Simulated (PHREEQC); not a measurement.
Consider water at 20 °C with 5.8 mmol/kgw NaHCO3 and 2 mmol/kgw (CH3)4NF. Closed to the air; pH follows from the charge balance.

Model: ion-association model, phreeqc.dat, run in PHREEQC.

No solid was allowed to form.

Question: Estimate the pH, ionic strength.

Answer: pH 8.28; ionic strength 0.00783 mol/kgw.

Question: In which forms is C present?

Answer: HCO3- 98 %, CO2 1.1 %, CO3-2 1.0 % of the C.

(CH3)4N+ isn't in the database: it is added as a free cation with an ion size of 4 Å.
